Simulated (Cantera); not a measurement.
Input: 1 mol TEOS, 9.7 mol O2, 17 mol N2, at 677 °C and 0.390 bar.

These are equilibrium values from Cantera (NASA tables, ideal gas, pure condensed phases), not measurements of a reactor. Candidate condensed phases: C, C6H6, C7H8, C8H18, H2O, Si, SiC, SiO2, Si2N2O, Si3N4; 151 gas species. The feed counts by its element totals alone. The numbers say what is thermodynamically allowed, not how fast it happens.

Task: What is the equilibrium state?

Result: 
```json
{
  "x(N2)": "0.486",
  "x(H2O)": "0.199",
  "x(CO2)": "0.184",
  "x(H2)": "0.0867",
  "x(CO)": "0.0447",
  "x(NH3)": "5.72e-6",
  "x(CH4)": "3.49e-6",
  "n(SiO2(β-quartz))": "1.00 mol",
  "gas_amount": "35.00 mol",
  "log10 activity of C(graphite) (absent)": "-2.15",
  "log10 activity of Si(s) (absent)": "-19.87"
}
```
